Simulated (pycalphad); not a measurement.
Source of the numbers: pycalphad with the COST 507 light-alloy database (1999); pressure 1 atm. The database dates from 1999; later assessments differ in places, in temperatures and in the compounds included. Phase fractions are per mole of atoms.

Q: Give the equilibrium state of Mg-0.2888Si (wt.%) at 610 K.

A: HCP_A3, fraction 0.993, with <0.01 Si wt.%; MG2SI, fraction 0.007, with 36.6 Si wt.%.

Database names, with the compositions (at.%) that they take in these runs: MG2SI: Mg 67 Si 33. HCP_A3 is hcp.
